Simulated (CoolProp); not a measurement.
Vapour-liquid equilibrium of R134a (1) + R227EA (2) at 1.56 MPa; x and y are mole fractions of (1).

The numbers come from the multi-fluid Helmholtz-energy mixture model, Tillner-Roth 1994 and Lemmon 2016; pair parameters Bell 2016 in CoolProp.

```
x     bubble temperature (K)  y at the bubble point  dew temperature at overall composition x (K)  liquid density (mol/L)
----  ----------------------  ---------------------  --------------------------------------------  ----------------------
0.05                   344.1                  0.064                                         344.4                   6.842
0.15                   342.1                  0.185                                         342.7                   7.139
0.25                   340.1                  0.300                                         341.0                   7.449
0.35                   338.3                  0.407                                         339.3                   7.775
0.45                   336.7                  0.508                                         337.6                   8.120
0.55                   335.2                  0.605                                         336.0                   8.486
0.65                   333.8                  0.697                                         334.5                   8.875
0.75                   332.6                  0.785                                         333.1                   9.292
0.85                   331.5                  0.872                                         331.8                   9.740
0.95                   330.5                  0.957                                         330.5                   10.22
```

No azeotrope shows between x = 0.05 and 0.95.

Pair parameters are fitted to limited data, so mixtures are less certain than the pure fluids.
